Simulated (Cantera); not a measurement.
Cantera run:

```python
import numpy as np
import cantera as ct

gas_names = [...]  # 130 gases of nasa_gas.yaml made of C, H, Mg, O, S
cond_names = """
    C(gr) C6H6(L) C7H8(L) C8H18(L),n-octa H2O(s) H2O(L) H2SO4(L) Mg(cr) Mg(L) MgCO3(s) MgO(s) MgO(L)
    MgO2H2(s) MgS(s) MgSO4(s) MgSO4(L) S(cr1) S(cr2) S(L)
""".split()


# ... load() reads the species with a 1 bar reference pressure and builds the phases ...
atoms = {
    'MgO': {'Mg': 1, 'O': 1},
    'H2S': {'H': 2, 'S': 1},
    'CO2': {'C': 1, 'O': 2},
}
top_T = {'C(gr)': 4500, 'MgS(s)': 2250}  # K; cautious upper limits of use, not melting points


# ... equilibrate(T, P, feed) seeds the gas with the atoms and calls Mixture.equilibrate('TP', solver="vcs", rtol=1e-11, max_steps=5000) ...
results = []
feed = {'MgO': 1, 'H2S': 0.93, 'CO2': 0.065}  # mol
P = 100000  # Pa
for T in [723, 773, 823, 873, 923, 973, 1023, 1073, 1123, 1173, 1223, 1273]:
    mix = equilibrate(T, P, feed)
    results.append((T, P, feed, dict(zip(mix.species_names, mix.species_moles))))

top = {s: max(r[3][s] / sum(r[3][g] for g in gas_names) for r in results) for s in gas_names}
cols = sorted((s for s in top if top[s] > 0.0001), key=lambda s: -top[s])[:7]
seen = [c for c in cond_names if any(r[3].get(c, 0) > 1e-12 for r in results)]
print("log10 of partial pressures in bar; condensed amounts in mol")
print(f"{'T/K':>10s}" + "".join(f"{s[:9]:>10s}" for s in cols + seen))
for T, P, feed, n in results:
    ng = sum(n[g] for g in gas_names)
    print(f"{T:10.4g}" + "".join(f"{np.log10(max(n[s] / ng * P / 1e5, 1e-99)):10.3f}" for s in cols)
          + "".join(f"{n.get(c, 0):10.4g}" for c in seen))
```

Output:

```
log10 of partial pressures in bar; condensed amounts in mol
       T/K       H2S        H2        S2       H2O       CO2        CO       COS    MgO(s)    MgS(s)
       723    -0.039    -2.588    -2.739    -1.803    -1.299    -2.968    -1.885         1         0
       773    -0.042    -2.321    -2.451    -1.720    -1.327    -2.637    -1.836         1         0
       823    -0.047    -2.085    -2.201    -1.645    -1.360    -2.359    -1.807         1         0
       873    -0.053    -1.876    -1.983    -1.577    -1.401    -2.126    -1.797         1         0
       923    -0.061    -1.688    -1.794    -1.515    -1.451    -1.935    -1.806         1         0
       973    -0.072    -1.520    -1.631    -1.459    -1.512    -1.780    -1.832         1         0
      1023    -0.085    -1.368    -1.489    -1.412    -1.584    -1.656    -1.873         1         0
      1073    -0.101    -1.231    -1.366    -1.361    -1.658    -1.562    -1.933    0.9984  0.001587
      1123    -0.121    -1.109    -1.261    -1.308    -1.732    -1.494    -2.006     0.995  0.005003
      1173    -0.145    -1.000    -1.168    -1.265    -1.812    -1.442    -2.085    0.9916  0.008383
      1223    -0.172    -0.903    -1.086    -1.231    -1.895    -1.403    -2.167    0.9884   0.01159
      1273    -0.201    -0.817    -1.013    -1.205    -1.981    -1.375    -2.252    0.9855   0.01448
```

Method: chemical equilibrium by Gibbs-energy minimisation in Cantera with the NASA 1993 tables (ideal gas, pure condensed phases). Mutual solubility and eutectic melting of coexisting phases are not modelled. Gases not in the tables: S3 to S7.
